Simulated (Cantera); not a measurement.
Feed: 1 mol Pb, a varied amount of O2, 0.64 mol H2, 0.25 mol CO, at 1098.15 K and 0.143 Torr.

These are equilibrium values from Cantera (NASA tables, ideal gas, pure condensed phases), not measurements of a reactor. Candidate condensed phases: C, C6H6, C7H8, C8H18, H2O, Pb, PbO, PbO2, Pb3O4; 113 gas species. Equilibrium is a limit: real reactors are often held back by kinetics, nucleation or transport.

### Question
At 0.049 mol O2, list the 5 most abundant gas species with their mole fractions, and the condensed phases.

### Answer
Pb 0.529, H2 0.301, CO 0.118, H2O 0.0374, CO2 0.0145. Condensed: gas only.
